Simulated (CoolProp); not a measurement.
Vapour pressure (bar) of m-xylene: the reference equation beside estimates from Tc = 343.7 °C, pc = 35.35 bar, ω = 0.326.

Model: reference Helmholtz-energy equation of state, Zhou 2012, in CoolProp.

```tsv
T (°C)	reference	Lee-Kesler	van der Waals	Redlich-Kwong	Soave-Redlich-Kwong
208.05	4.779	4.825	12.04	7.243	4.838
217.75	5.717	5.774	13.22	8.370	5.799
227.45	6.788	6.856	14.47	9.612	6.896
237.05	7.991	8.067	15.78	10.96	8.129
246.75	9.364	9.447	17.17	12.45	9.536
256.45	10.91	10.99	18.63	14.07	11.12
266.15	12.64	12.72	20.18	15.83	12.88
275.85	14.57	14.65	21.79	17.72	14.85
285.55	16.71	16.79	23.49	19.77	17.03
```

Absolute difference from the reference over all 9 rows, mean and median: Lee-Kesler 0.8 and 0.9 %, van der Waals 88.6 and 83.4 %, Redlich-Kwong 33.8 and 33.0 %, Soave-Redlich-Kwong 1.7 and 1.8 %.
